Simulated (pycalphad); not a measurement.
All values are pycalphad results on the COST 507 light-alloy database (1999) (1 atm), not direct measurements. The database dates from 1999; later assessments differ in places, in temperatures and in the compounds included. Phase fractions are per mole of atoms.

**Question.** Give the equilibrium state of Al-0.24Si-0.56Fe (at.%) at 337 °C.

**Answer.** 
```
T = 610.00 K, P = 101325 Pa, N = 1 mol of atoms
G = -21071 J/mol, H = 7549 J/mol, S = 46.92 J/(mol K)  (SER reference)
chemical potentials (J/mol): Al -20459, Si -23572, Fe -128483
phase             fraction      x(Al)      x(Si)      x(Fe)
FCC_A1              0.9705     0.9998   0.000165   1.35e-06
ALFESI_ALPHA        0.0295     0.7340     0.0760     0.1900
```

**Question.** Give the equilibrium state of Al-0.24Si-0.56Fe (at.%) at 577 °C.

**Answer.** fcc, fraction 0.976, with 0.23 Si, 0.01 Fe at.%; AL13FE4, fraction 0.022, with 0.17 Si, 23.7 Fe at.%; ALFESI_ALPHA, fraction 0.001, with 7.1 Si, 19.0 Fe at.%.

Database names, with the compositions (at.%) that they take in these runs: AL13FE4: Al 76 Fe 24; ALFESI_ALPHA: Al 73 Fe 19 Si 7. FCC_A1 is fcc.
